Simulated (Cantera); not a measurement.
Equilibrium for carbothermic reduction: TiO2 + CO + CH4

A closed system holds: 1 mol TiO2, 6 mol CO, 0.33 mol CH4, at 22.0 Pa.

Method: chemical equilibrium by Gibbs-energy minimisation in Cantera with the NASA 1993 tables (ideal gas, pure condensed phases). Candidate condensed phases: C, C6H6, C7H8, C8H18, H2O, Ti, TiC, TiO, TiO2, Ti2O3, Ti3O5, Ti4O7; 113 gas species. Mutual solubility and eutectic melting of coexisting phases are not modelled. Condensed phases not in the tables: Magnéli phases beyond Ti4O7. Equilibrium is a limit: real reactors are often held back by kinetics, nucleation or transport.

At 1298 K the condensed part is Ti3O5(s) + Ti4O7(s). From 1373 K to 1748 K the condensed part is Ti3O5(s). From 1823 K to 1973 K the condensed part is Ti2O3(s) + Ti3O5(s). At 2048 K the condensed part is Ti3O5(s). From 2123 K to 2273 K the condensed part is Ti3O5(l).

```json
[
 {"T (K)": "1298", "x CO": "0.905", "x H": "2.22e-5", "x H2": "0.0944", "x TiO": "<1e-12", "x TiO2": "1.33e-12", "x CO2": "0.000301", "n Ti3O5(s)": "0.330", "n Ti4O7(s)": "0.00254", "n Ti2O3(s)": "0", "n Ti3O5(l)": "0"},
 {"T (K)": "1373", "x CO": "0.905", "x H": "6.89e-5", "x H2": "0.0943", "x TiO": "2.12e-11", "x TiO2": "2.81e-11", "x CO2": "0.000393", "n Ti3O5(s)": "0.333", "n Ti4O7(s)": "0", "n Ti2O3(s)": "0", "n Ti3O5(l)": "0"},
 {"T (K)": "1448", "x CO": "0.905", "x H": "0.000191", "x H2": "0.0942", "x TiO": "4.34e-10", "x TiO2": "3.90e-10", "x CO2": "0.000382", "n Ti3O5(s)": "0.333", "n Ti4O7(s)": "0", "n Ti2O3(s)": "0", "n Ti3O5(l)": "0"},
 {"T (K)": "1523", "x CO": "0.905", "x H": "0.000478", "x H2": "0.0941", "x TiO": "6.54e-9", "x TiO2": "4.15e-9", "x CO2": "0.000373", "n Ti3O5(s)": "0.333", "n Ti4O7(s)": "0", "n Ti2O3(s)": "0", "n Ti3O5(l)": "0"},
 {"T (K)": "1598", "x CO": "0.905", "x H": "0.00110", "x H2": "0.0937", "x TiO": "7.60e-8", "x TiO2": "3.51e-8", "x CO2": "0.000364", "n Ti3O5(s)": "0.333", "n Ti4O7(s)": "0", "n Ti2O3(s)": "0", "n Ti3O5(l)": "0"},
 {"T (K)": "1673", "x CO": "0.904", "x H": "0.00234", "x H2": "0.0930", "x TiO": "7.04e-7", "x TiO2": "2.43e-7", "x CO2": "0.000356", "n Ti3O5(s)": "0.333", "n Ti4O7(s)": "0", "n Ti2O3(s)": "0", "n Ti3O5(l)": "0"},
 {"T (K)": "1748", "x CO": "0.903", "x H": "0.00467", "x H2": "0.0917", "x TiO": "5.34e-6", "x TiO2": "1.42e-6", "x CO2": "0.000350", "n Ti3O5(s)": "0.333", "n Ti4O7(s)": "0", "n Ti2O3(s)": "0", "n Ti3O5(l)": "0"},
 {"T (K)": "1823", "x CO": "0.901", "x H": "0.00874", "x H2": "0.0895", "x TiO": "3.03e-5", "x TiO2": "7.51e-6", "x CO2": "0.000410", "n Ti3O5(s)": "0.332", "n Ti4O7(s)": "0", "n Ti2O3(s)": "0.00163", "n Ti3O5(l)": "0"},
 {"T (K)": "1898", "x CO": "0.898", "x H": "0.0154", "x H2": "0.0858", "x TiO": "0.000142", "x TiO2": "3.56e-5", "x CO2": "0.000509", "n Ti3O5(s)": "0.331", "n Ti4O7(s)": "0", "n Ti2O3(s)": "0.00338", "n Ti3O5(l)": "0"},
 {"T (K)": "1973", "x CO": "0.893", "x H": "0.0257", "x H2": "0.0800", "x TiO": "0.000591", "x TiO2": "0.000148", "x CO2": "0.000618", "n Ti3O5(s)": "0.331", "n Ti4O7(s)": "0", "n Ti2O3(s)": "0.00118", "n Ti3O5(l)": "0"},
 {"T (K)": "2048", "x CO": "0.884", "x H": "0.0404", "x H2": "0.0717", "x TiO": "0.00177", "x TiO2": "0.000619", "x CO2": "0.00102", "n Ti3O5(s)": "0.328", "n Ti4O7(s)": "0", "n Ti2O3(s)": "0", "n Ti3O5(l)": "0"},
 {"T (K)": "2123", "x CO": "0.871", "x H": "0.0595", "x H2": "0.0606", "x TiO": "0.00411", "x TiO2": "0.00213", "x CO2": "0.00177", "n Ti3O5(s)": "0", "n Ti4O7(s)": "0", "n Ti2O3(s)": "0", "n Ti3O5(l)": "0.318"},
 {"T (K)": "2198", "x CO": "0.851", "x H": "0.0816", "x H2": "0.0473", "x TiO": "0.00893", "x TiO2": "0.00665", "x CO2": "0.00292", "n Ti3O5(s)": "0", "n Ti4O7(s)": "0", "n Ti2O3(s)": "0", "n Ti3O5(l)": "0.295"},
 {"T (K)": "2273", "x CO": "0.819", "x H": "0.103", "x H2": "0.0331", "x TiO": "0.0189", "x TiO2": "0.0189", "x CO2": "0.00437", "n Ti3O5(s)": "0", "n Ti4O7(s)": "0", "n Ti2O3(s)": "0", "n Ti3O5(l)": "0.236"}
]
```
x: gas mole fraction; n: condensed amount in mol.
